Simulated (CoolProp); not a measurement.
Properties of dodecamethylcyclohexasiloxane (D6) along the isobar 0.861 MPa.

Computed with CoolProp (reference Helmholtz-energy equation of state, Colonna 2008). It is a short technical equation, of lower accuracy than the large ones.

```tsv
T (°C)	phase	density (kg/m³)	isothermal compressibility (1/MPa)	expansivity (1/kK)
10.45	liquid	986.2	0.002322	1.103
52.65	liquid	940.2	0.002988	1.160
94.95	liquid	893.8	0.003910	1.238
137.15	liquid	846.5	0.005242	1.346
179.45	liquid	797.2	0.007320	1.505
221.65	liquid	744.5	0.01088	1.756
263.85	liquid	685.5	0.01806	2.201
306.15	liquid	613.6	0.03736	3.189
```
